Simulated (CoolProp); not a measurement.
Vapour-liquid equilibrium of R113 (1) + benzene (2) at 451.9 K; x and y are mole fractions of (1).

Model: multi-fluid Helmholtz-energy mixture model, Marx 1992 and Thol 2012; pair parameters Bell 2016, in CoolProp.

| x | bubble pressure, mixture model (MPa) | bubble pressure, Raoult's law (MPa) | y, mixture model | y, Raoult's law |
|---|---|---|---|---|
| 0.05 | 1.087 | 1.054 | [?] | 0.094 |
| 0.2 | 1.292 | 1.201 | [?] | 0.331 |
| 0.35 | 1.458 | 1.348 | [?] | 0.516 |
| 0.5 | 1.600 | 1.496 | 0.612 | 0.664 |
| 0.65 | 1.727 | 1.643 | [?] | 0.786 |
| 0.8 | 1.844 | 1.790 | 0.842 | 0.888 |
| 0.95 | 1.952 | 1.938 | 0.960 | 0.974 |

Problem. Fill in the missing entries.

Solution. 
- 0.05, y, mixture model: 0.106
- 0.2, y, mixture model: 0.330
- 0.35, y, mixture model: 0.485
- 0.65, y, mixture model: 0.728

The largest gap from Raoult's law is +8.2 % in bubble pressure, at x = 0.35. No azeotrope shows between x = 0.05 and 0.95.

Pair parameters are fitted to limited data, so mixtures are less certain than the pure fluids.
